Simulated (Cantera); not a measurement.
Charge: 1 mol Si, 29 mol HCl, 6.9 mol N2, 3.2 mol NF3, at 1.33 mbar.

Cantera equilibrium calculation (NASA polynomials, part measured and part estimated; ideal gas, pure solids and liquids). Candidate condensed phases: NH4Cl, Si, Si3N4; 49 gas species. The numbers say what is thermodynamically allowed, not how fast it happens. All values below are at 1100 K.

Base state: HCl 0.564, N2 0.205, HF 0.135, Cl2 0.0623, SiF4 0.0241, Cl 0.0104 (mole fractions); condensed: gas only.

Task: What changes in the equilibrium state with this change: HCl from 29 to 1.3 mol?

Result: 
```csv
species,before,after
N2,0.205,0.563
F,1.49e-9,0.197
HF,0.135,0.0861
HCl,0.564,<1e-9
ClF,2.45e-8,0.0858
Cl2,0.0623,4.36e-5
Cl,0.0104,0.000274
SiF4,0.0241,0.0663
F2,<1e-9,0.000887
```
